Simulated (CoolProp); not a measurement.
The fluid at 293.15 K and 0.412 MPa is throttled through a valve to 0.212 MPa with no heat exchange. The same conditions are run with several fluids, on thermodynamics alone (safety and materials aside).

Model: reference Helmholtz-energy equation of state of each fluid (CF4 (R14): Platzer 1990; methane: Setzmann 1991; sulfur hexafluoride: Guder 2009; fluoroethane (R161): Wu 2012; oxygen: Schmidt 1985), in CoolProp. The equations of Platzer and Polt are older, rougher fits.

```csv
fluid,temperature change (K),final density (kg/m³)
CF4 (R14),-1.1,7.75
methane,-0.9,1.41
sulfur hexafluoride,-2.1,13.1
fluoroethane (R161),-4.8,4.41
oxygen,-0.6,2.79
```
